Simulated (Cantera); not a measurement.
Charge: 1 mol CO2, 0.15 mol H2O, 1.4 mol H2, 0.0064 mol SO2, at 1698.15 K and 22000 Pa.

These are equilibrium values from Cantera (NASA tables, ideal gas, pure condensed phases), not measurements of a reactor. Candidate condensed phases: C, C6H6, C7H8, C8H18, H2O, H2SO4, S; 123 gas species. Rates play no part.

What is the equilibrium state?


| Quantity | Value |
|---|---|
| x(H2O) | 0.345 |
| x(CO) | 0.282 |
| x(H2) | 0.260 |
| x(CO2) | 0.110 |
| x(H2S) | 0.00177 |
| x(SO2) | 0.000277 |
| x(H) | 0.000157 |
| x(SH) | 0.000154 |
| x(S2) | 8.67e-5 |
| gas amount | 2.552 mol |
| log10 activity of S(l) (absent) | -3.75 |
| log10 activity of C(graphite) (absent) | -4.64 |
